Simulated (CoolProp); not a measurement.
Vapour-liquid equilibrium of hydrogen sulfide (1) + n-butane (2) at 0.047 MPa; x and y are mole fractions of (1).

Computed with CoolProp (multi-fluid Helmholtz-energy mixture model, Lemmon 2006 and Bücker 2006; pair parameters Kunz 2012).

```tsv
x	bubble temperature (°C)	y at the bubble point	dew temperature at overall composition x (°C)	liquid density (mol/L)
0.05	-42.9	0.705	-20.3	11.35
0.2	-65.2	…	-24.0	…
0.35	-70.1	0.959	…	14.40
0.5	…	0.965	…	16.45
0.65	-72.0	0.967	-39.9	…
0.8	…	0.972	-49.3	…
0.95	-73.8	0.988	-68.1	26.94
```

Problem. Fill in the missing entries.

Solution. 
- 0.2, y at the bubble point: 0.936
- 0.2, liquid density (mol/L): 12.81
- 0.35, dew temperature at overall composition x (°C): -28.2
- 0.5, bubble temperature (°C): -71.5
- 0.5, dew temperature at overall composition x (°C): -33.4
- 0.65, liquid density (mol/L): 19.12
- 0.8, bubble temperature (°C): -72.6
- 0.8, liquid density (mol/L): 22.59

No azeotrope shows between x = 0.05 and 0.95.

The pair parameters rest on a limited set of measurements; away from them the model extrapolates. With so large a gap from Raoult's law the liquid may split in two, which this calculation doesn't test in full.
